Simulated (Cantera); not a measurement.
A perfectly stirred reactor is fed with 5.56 % C₃H₈, 19.9 % O₂, 74.6 % N₂, at 13.0 bar; it is adiabatic with a 725 K inlet, and is followed from long to short residence time, starting on the burning branch (τ in s: 0.48, 0.18, 0.067, 0.025, 0.0095, 0.0036, 0.0013, 0.0005, 0.00019, 7.1e-05, 2.7e-05).

Computed with Cantera and GRI-Mech 3.0 (53 species, 325 reactions). GRI-Mech 3.0 was tuned for natural gas; its chemistry of propane as a main component is partial and can be far from experiment. The pressure lies above the range GRI-Mech 3.0 was tuned for (to about 10 atm).

x: mole fraction; the columns are a selection and need not sum to one.

```
τ (s)    T (K)   x C₃H₈      x O₂    x CO   x CO₂    x C₂H₂      x OH
-------  -----  -------  --------  ------  ------  --------  --------
0.48      2366  6.62e-9   9.15e-6  0.0941  0.0528   1.95e-6  0.000467
0.18      2366  1.75e-8   1.20e-5  0.0941  0.0528   5.05e-6  0.000475
0.067     2365  4.64e-8   1.92e-5  0.0941  0.0528   1.27e-5  0.000494
0.025     2364  1.20e-7   3.65e-5  0.0940  0.0528   2.98e-5  0.000532
0.0095    2362  3.00e-7   7.52e-5  0.0939  0.0528   6.37e-5  0.000599
0.0036    2359  7.35e-7  0.000159  0.0937  0.0528  0.000126  0.000701
0.0013    2354        ?         ?  0.0934  0.0528         ?         ?
0.00050   2346        ?         ?  0.0929  0.0526         ?         ?
0.00019   2333  1.02e-5   0.00157  0.0924  0.0521  0.000715   0.00125
7.1e-5    2307  2.56e-5   0.00349  0.0919  0.0506   0.00124   0.00146
2.7e-5    2250  7.20e-5   0.00834  0.0919  0.0466   0.00222   0.00152
```

Task: Some entries are withheld; supply them.

Result: 
- 0.0013, x C₃H₈: 1.84e-6
- 0.0013, x O₂: 0.000351
- 0.0013, x C₂H₂: 0.000239
- 0.0013, x OH: 0.000851
- 0.00050, x C₃H₈: 4.30e-6
- 0.00050, x O₂: 0.000736
- 0.00050, x C₂H₂: 0.000417
- 0.00050, x OH: 0.00103
